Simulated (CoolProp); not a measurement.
A single-stage vapour-compression cycle with the fluid: evaporating at 274.15 K (dew point), condensing at 302.15 K (bubble point), superheat 2 K, subcooling 8 K, compressor efficiency 0.75, no pressure losses. The same conditions are run with several fluids, on thermodynamics alone (safety and materials aside).

Values from CoolProp's reference Helmholtz-energy equation of state of each fluid (R125: Lemmon 2005; R141b: Lemmon 2006; hydrogen chloride: Thol 2018; R1233zd(E): Akasaka 2022; R115: Lemmon 2016; R113: Marx 1992).

| fluid | cooling COP | pressure ratio | discharge temperature (K) | refrigerating effect (kJ/kg) | volumetric capacity (kJ/m³) |
|---|---|---|---|---|---|
| R125 | 6.43 | 2.21 | 309.2 | 108 | 4640 |
| R141b | (withheld) | 3.09 | 318.3 | 216 | 329 |
| hydrogen chloride | 5.87 | 1.95 | 340.1 | 270 | 15200 |
| R1233zd(E) | 7.02 | 2.96 | 311.9 | 181 | 533 |
| R115 | 6.53 | 2.20 | 303.7 | 88.3 | 3070 |
| R113 | 7.04 | (withheld) | 308.5 | 142 | (withheld) |

Question: What belongs in the gaps?

Answer: 
- R141b, cooling COP: 7.07
- R113, pressure ratio: 3.32
- R113, volumetric capacity (kJ/m³): 184
